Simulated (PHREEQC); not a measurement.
# Nickel, zinc or cadmium bath: speciation

Make-up at 25 °C: 59 mmol/kgw CdSO4 and 0.061 mmol/kgw NaOH. It is in equilibrium with CO2 at log p = 0 (atm). Otherwise closed; pH follows from the charge balance.

The numbers come from PHREEQC with the ion-association model, phreeqc.dat.

The pH is 4.03. The ionic strength is 0.117 mol/kgw and the density is 1.009 g/cm³. The total alkalinity is 0.0610 meq/kg.

```csv
species,molality,activity,log γ
CO2,0.0329,0.0338,0.012
Cd+2,0.0291,0.0104,-0.448
CdSO4,0.0237,0.0244,0.012
SO4-2,0.0230,0.00814,-0.451
Cd(SO4)2-2,0.00610,0.00217,-0.448
HCO3-,0.000205,0.000160,-0.108
H+,0.000115,9.42e-5,-0.087
HSO4-,9.65e-5,7.45e-5,-0.112
CdHCO3+,6.77e-5,5.23e-5,-0.112
Na+,5.86e-5,4.55e-5,-0.110
(CO2)2,2.05e-5,2.10e-5,0.012
NaSO4-,2.38e-6,1.86e-6,-0.108
CdOH+,1.18e-8,9.15e-9,-0.112
Cd2OH+3,4.74e-9,4.65e-10,-1.008
```

Precipitation was switched off in this run. Species that the database lacks are ignored.
